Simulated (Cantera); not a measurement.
Charge: 1 mol CH3OH, 0.16 mol O2, 3 mol H2, at 2700 Pa.

These are equilibrium values from Cantera (NASA tables, ideal gas, pure condensed phases), not measurements of a reactor. Candidate condensed phases: C, C6H6, C7H8, C8H18, H2O; 110 gas species. The numbers say what is thermodynamically allowed, not how fast it happens. All values below are at 1825 K.

Base state: H2 0.781, CO 0.164, H2O 0.0506, CO2 0.00271, H 0.00237, OH 1.07e-5 (mole fractions); condensed: gas only.

Question: What changes in the equilibrium state with this change: H2 from 3 to 32 mol?

Answer: 
```
species   before    after
-------  -------  -------
H2         0.781    0.960
CO         0.164   0.0285
H2O       0.0506  0.00906
CO2      0.00271  6.86e-5
OH       1.07e-5  1.73e-6
```
